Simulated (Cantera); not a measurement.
A perfectly stirred reactor is fed with C2H6 : H2 = 1 : 6.9 (molar parts), at 100000 Pa; it is held at 1375 K, and followed from long to short residence time.

Detailed kinetics in Cantera: GRI-Mech 3.0 (53 species, 325 reactions). GRI-Mech 3.0 stops at C3 and has no aromatics, soot or wall deposition, so with more carbon than oxygen in the feed, carbon stays in small species such as C2H2 where larger ones or solid carbon would form.

Q: Predict: x(C2H6) at τ = 7.30 s; x(H2) at τ = 7.30 s; x(C2H4) at τ = 7.30 s; x(CH4) at τ = 7.30 s; x(C2H6) at τ = 36.0 ms; x(H2) at τ = 36.0 ms; x(C2H4) at τ = 36.0 ms; x(CH4) at τ = 36.0 ms.

A: 
* **x(C2H6) at τ = 7.30 s**: 0.000312
* **x(H2) at τ = 7.30 s**: 0.790
* **x(C2H4) at τ = 7.30 s**: 0.0146
* **x(CH4) at τ = 7.30 s**: 0.178
* **x(C2H6) at τ = 36.0 ms**: 0.00340
* **x(H2) at τ = 36.0 ms**: 0.855
* **x(C2H4) at τ = 36.0 ms**: 0.0476
* **x(CH4) at τ = 36.0 ms**: 0.0632
